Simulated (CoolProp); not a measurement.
Acetone along the isotherm 473 K: fugacity coefficient from the reference equation and from simpler models built on Tc = 508.1 K, pc = 46.92 bar, ω = 0.307; each cubic takes its own stable root.

Computed with CoolProp (reference Helmholtz-energy equation of state, Lemmon 2006). It is a short technical equation, of lower accuracy than the large ones.

```json
[
 {"p (bar)": "0.742", "phase": "gas", "reference": "0.9920", "van der Waals": "0.9944", "Soave-Redlich-Kwong": "0.9932", "Peng-Robinson": "0.9925"},
 {"p (bar)": "1.25", "phase": "gas", "reference": "0.9865", "van der Waals": "0.9906", "Soave-Redlich-Kwong": "0.9885", "Peng-Robinson": "0.9874"},
 {"p (bar)": "2.11", "phase": "gas", "reference": "0.9772", "van der Waals": "0.9842", "Soave-Redlich-Kwong": "0.9806", "Peng-Robinson": "0.9787"},
 {"p (bar)": "3.57", "phase": "gas", "reference": "0.9615", "van der Waals": "0.9732", "Soave-Redlich-Kwong": "0.9672", "Peng-Robinson": "0.9641"},
 {"p (bar)": "6.02", "phase": "gas", "reference": "0.9354", "van der Waals": "0.9549", "Soave-Redlich-Kwong": "0.9448", "Peng-Robinson": "0.9398"},
 {"p (bar)": "10.2", "phase": "gas", "reference": "0.8914", "van der Waals": "0.9237", "Soave-Redlich-Kwong": "0.9069", "Peng-Robinson": "0.8989"},
 {"p (bar)": "17.1", "phase": "gas", "reference": "0.8199", "van der Waals": "0.8721", "Soave-Redlich-Kwong": "0.8448", "Peng-Robinson": "0.8324"},
 {"p (bar)": "28.9", "phase": "liquid", "reference": "0.6801", "van der Waals": "0.7820", "Soave-Redlich-Kwong": "0.7256", "Peng-Robinson": "0.7049"},
 {"p (bar)": "48.8", "phase": "liquid", "reference": "0.4258", "van der Waals": "0.5649", "Soave-Redlich-Kwong": "0.4636", "Peng-Robinson": "0.4466"},
 {"p (bar)": "82.4", "phase": "liquid", "reference": "0.2759", "van der Waals": "0.3933", "Soave-Redlich-Kwong": "0.3095", "Peng-Robinson": "0.2942"},
 {"p (bar)": "139", "phase": "liquid", "reference": "0.1891", "van der Waals": "0.2996", "Soave-Redlich-Kwong": "0.2215", "Peng-Robinson": "0.2062"},
 {"p (bar)": "235", "phase": "liquid", "reference": "0.1413", "van der Waals": "0.2631", "Soave-Redlich-Kwong": "0.1764", "Peng-Robinson": "0.1591"}
]
```

At some of these states van der Waals gives the other phase, because its saturation line lies elsewhere.
